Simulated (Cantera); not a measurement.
Input: 1 mol Si3N4, 0.15 mol Si, 1.7 mol H2.

These are equilibrium values from Cantera (NASA tables, ideal gas, pure condensed phases), not measurements of a reactor. Candidate condensed phases: Si, Si3N4; 18 gas species. Mutual solubility and eutectic melting of coexisting phases are not modelled. The numbers say what is thermodynamically allowed, not how fast it happens.

Q: What condenses at these points (T in K, P in Pa): (2298, 5600); (2898, 5600); (2398, 180); (2698, 180); (2098, 180000); (2198, 180)?

A: 
```csv
T (K),P in Pa,condensed phases,Si condensed (%)
2298,5600,Si,97.6
2898,5600,gas only,0.0
2398,180,gas only,0.0
2698,180,gas only,0.0
2098,180000,Si + Si3N4,100.0
2198,180,Si,66.7
```
